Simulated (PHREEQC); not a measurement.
A PHREEQC input (ion-association model, phreeqc.dat):

```
SOLUTION 1
  temp 20
  units mg/L
  pH 12.5
  pe 12.4
  Na 6.73
  K 3.19
  Ca 13.6
  Mg 0.0823
  Cl 1.45
  S(6) 5.78 as SO4
  Alkalinity 58.4 as HCO3
  B 0.162
  Zn 0.00941
END
USE solution 1
EQUILIBRIUM_PHASES 1
  Gypsum 0 0
  CO2(g) -2 10
END
```

It stops with these messages:

```
WARNING: Maximum iterations exceeded, 100
WARNING: Maximum iterations exceeded, 100
WARNING: The program has failed to converge to a numerical solution.
ERROR:           Alkalinity has not converged. Total: 9.576781e-04	Calculated: 2.488950e-05	Residual: 9.327886e-04
ERROR: Is non-carbonate alkalinity greater than total alkalinity?
ERROR:                    B has not converged. Total: 1.499553e-05	Calculated: 1.326367e-05	Residual: 1.731857e-06
ERROR:                   Ca has not converged. Total: 3.395343e-04	Calculated: 2.081970e-04	Residual: 1.313374e-04
ERROR:                   Cl has not converged. Total: 4.092489e-05	Calculated: 4.148088e-05	Residual: -5.559884e-07
ERROR:                    K has not converged. Total: 8.163271e-05	Calculated: 8.275353e-05	Residual: -1.120818e-06
ERROR:                   Mg has not converged. Total: 3.387284e-06	Calculated: 4.235071e-07	Residual: 2.963777e-06
ERROR:                   Na has not converged. Total: 2.929223e-04	Calculated: 3.019312e-04	Residual: -9.008933e-06
ERROR:                 S(6) has not converged. Total: 6.020599e-05	Calculated: 3.721165e-05	Residual: 2.299433e-05
ERROR:                   Zn has not converged. Total: 1.440402e-07	Calculated: 1.955276e-10	Residual: 1.438446e-07
ERROR:                   Mu Ionic strength has not converged. 	Residual: 2.869805e-06
ERROR:               A(H2O) Activity of water has not converged. 	Residual: -9.222298e-01
ERROR: Model failed to converge for initial solution  1.
```

Question: What went wrong, and how is it mended?

Answer: The fault: pH typed as 12.5 with the alkalinity kept. The line should read `pH 7.79` where the input has `pH 12.5`. With the mend the run ends at pH 6.75 and ionic strength 0.00148 mol/kgw.
